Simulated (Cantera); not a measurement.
Input (Python, Cantera) and output of one run.

```python
import numpy as np
import cantera as ct

gas_names = """

""".split()
cond_names = """
    TiCL3(s) Ti(a) Ti(b) Ti(L) TiCL4(L)
""".split()


# ... load() reads the species with a 1 bar reference pressure and builds the phases ...
species = {s.name: s for s in load("nasa_gas.yaml", gas_names) + load("nasa_condensed.yaml", cond_names)}
# Each term lists the table entries of one substance; the one whose range holds T is used.
reactions = {
    '4 TiCl3 = Ti + 3 TiCl4':
        [(-4, ['TiCL3(s)']), (1, ['Ti(a)', 'Ti(b)', 'Ti(L)']), (3, ['TiCL4(L)'])],
}


def pick(names, T):
    return next(species[n] for n in names if species[n].thermo.min_temp <= T <= species[n].thermo.max_temp)


results = []
for label, terms in reactions.items():
    print(label)
    print("     T/K   dH/kJ  dS/(J/K)   dG/kJ   log10 K")
    for T in [300, 350, 375, 400, 425, 450, 475]:
        used = [(nu, pick(names, T)) for nu, names in terms]
        dH = sum(nu * s.thermo.h(T) for nu, s in used) / 1e6
        dS = sum(nu * s.thermo.s(T) for nu, s in used) / 1e3
        dG = dH - T * dS / 1e3
        logK = -dG * 1e6 / (ct.gas_constant * T * np.log(10))
        results.append((label, T, dH, dS, dG, logK, [s.name for _, s in used]))
        print(f"{T:8g} {dH:8.1f} {dS:8.1f} {dG:8.1f} {logK:8.2f}")
```

Result:

```
4 TiCl3 = Ti + 3 TiCl4
     T/K   dH/kJ  dS/(J/K)   dG/kJ   log10 K
     300    474.6    229.4    405.8   -70.65
     350    478.2    240.4    394.0   -58.81
     375    479.9    245.2    388.0   -54.04
     400    481.7    249.7    381.8   -49.85
     425    483.4    253.9    375.5   -46.15
     450    485.1    257.8    369.1   -42.84
     475    486.8    261.4    362.6   -39.87
```

Cantera with NASA thermochemical tables; ideal gases at 1 bar, condensed phases pure. Condensed species are held in their standard states even where they would react or evaporate.
